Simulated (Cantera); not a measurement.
# Thermodynamics of chemical vapour transport, feed Si + H2O + O2

Input: 1 mol Si, 1.9 mol H2O, 0.039 mol O2, held at 1.00 bar.

These are equilibrium values from Cantera (NASA tables, ideal gas, pure condensed phases), not measurements of a reactor. Candidate condensed phases: H2O, Si, SiO2; 18 gas species. Mutual solubility and eutectic melting of coexisting phases are not modelled. The tables hold silica as quartz up to 1696 K and as liquid above; real silica turns to tridymite and cristobalite and melts near 1996 K. The numbers say what is thermodynamically allowed, not how fast it happens.

At 552 °C the condensed part is Si(s) + SiO2(α-quartz). From 652 °C to 1352 °C the condensed part is Si(s) + SiO2(β-quartz). The main Si-bearing gas is SiH4 at 552 °C and SiO at 1352 °C.

```json
[
 {"T (°C)": "552", "x H2": "1.00", "x SiO": "<1e-12", "x H": "7.93e-12", "x H2O": "5.10e-12", "x SiH2": "<1e-12", "x SiH4": "2.27e-7", "x SiH": "<1e-12", "x Si": "<1e-12", "n Si(s)": "0.0110", "n SiO2(α-quartz)": "0.989", "n SiO2(β-quartz)": "0"},
 {"T (°C)": "652", "x H2": "1.00", "x SiO": "1.75e-11", "x H": "2.60e-10", "x H2O": "1.32e-10", "x SiH2": "8.89e-12", "x SiH4": "3.29e-7", "x SiH": "<1e-12", "x Si": "<1e-12", "n Si(s)": "0.0110", "n SiO2(α-quartz)": "0", "n SiO2(β-quartz)": "0.989"},
 {"T (°C)": "752", "x H2": "1.00", "x SiO": "1.44e-9", "x H": "4.36e-9", "x H2O": "1.78e-9", "x SiH2": "1.90e-10", "x SiH4": "4.40e-7", "x SiH": "<1e-12", "x Si": "<1e-12", "n Si(s)": "0.0110", "n SiO2(α-quartz)": "0", "n SiO2(β-quartz)": "0.989"},
 {"T (°C)": "852", "x H2": "1.000", "x SiO": "5.34e-8", "x H": "4.44e-8", "x H2O": "1.49e-8", "x SiH2": "2.37e-9", "x SiH4": "5.58e-7", "x SiH": "1.75e-12", "x Si": "<1e-12", "n Si(s)": "0.0110", "n SiO2(α-quartz)": "0", "n SiO2(β-quartz)": "0.989"},
 {"T (°C)": "952", "x H2": "1.000", "x SiO": "1.09e-6", "x H": "3.12e-7", "x H2O": "8.78e-8", "x SiH2": "1.95e-8", "x SiH4": "6.80e-7", "x SiH": "4.43e-11", "x Si": "3.46e-12", "n Si(s)": "0.0110", "n SiO2(α-quartz)": "0", "n SiO2(β-quartz)": "0.989"},
 {"T (°C)": "1052", "x H2": "1.000", "x SiO": "1.39e-5", "x H": "1.64e-6", "x H2O": "3.93e-7", "x SiH2": "1.17e-7", "x SiH4": "8.05e-7", "x SiH": "6.84e-10", "x Si": "9.43e-11", "n Si(s)": "0.0110", "n SiO2(α-quartz)": "0", "n SiO2(β-quartz)": "0.989"},
 {"T (°C)": "1152", "x H2": "1.000", "x SiO": "0.000123", "x H": "6.82e-6", "x H2O": "1.42e-6", "x SiH2": "5.42e-7", "x SiH4": "9.31e-7", "x SiH": "7.15e-9", "x Si": "1.61e-9", "n Si(s)": "0.0109", "n SiO2(α-quartz)": "0", "n SiO2(β-quartz)": "0.989"},
 {"T (°C)": "1252", "x H2": "0.999", "x SiO": "0.000811", "x H": "2.36e-5", "x H2O": "4.30e-6", "x SiH2": "2.05e-6", "x SiH4": "1.06e-6", "x SiH": "5.47e-8", "x Si": "1.89e-8", "n Si(s)": "0.0102", "n SiO2(α-quartz)": "0", "n SiO2(β-quartz)": "0.988"},
 {"T (°C)": "1352", "x H2": "0.996", "x SiO": "0.00421", "x H": "7.04e-5", "x H2O": "1.13e-5", "x SiH2": "6.58e-6", "x SiH4": "1.17e-6", "x SiH": "3.24e-7", "x Si": "1.63e-7", "n Si(s)": "0.00698", "n SiO2(α-quartz)": "0", "n SiO2(β-quartz)": "0.985"}
]
```
x: gas mole fraction; n: condensed amount in mol.
